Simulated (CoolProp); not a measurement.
Vapour-liquid equilibrium of CH2F2 (R32) (1) + R125 (2) at -86.85 °C; x and y are mole fractions of (1).

The numbers come from the multi-fluid Helmholtz-energy mixture model, Tillner-Roth 1997 and Lemmon 2005; pair parameters Lemmon 2004 in CoolProp.

```csv
x,"bubble pressure, mixture model (kPa)","bubble pressure, Raoult's law (kPa)","y, mixture model","y, Raoult's law"
0.05,9.453,9.432,0.062,0.060
0.15,9.721,9.631,0.186,0.176
0.25,10.01,9.830,0.303,0.288
0.35,10.30,10.03,0.413,0.395
0.45,10.57,10.23,0.514,0.498
0.55,10.82,10.43,0.607,0.597
0.65,11.04,10.63,0.694,0.693
0.75,11.21,10.82,0.777,0.784
0.85,11.32,11.02,0.860,0.873
0.95,11.35,11.22,0.949,0.958
```

The largest gap from Raoult's law is +3.9 % in bubble pressure, at x = 0.65. y crosses x between x = 0.85 and 0.95: the model has an azeotrope there.

Pair parameters are fitted to limited data, so mixtures are less certain than the pure fluids.
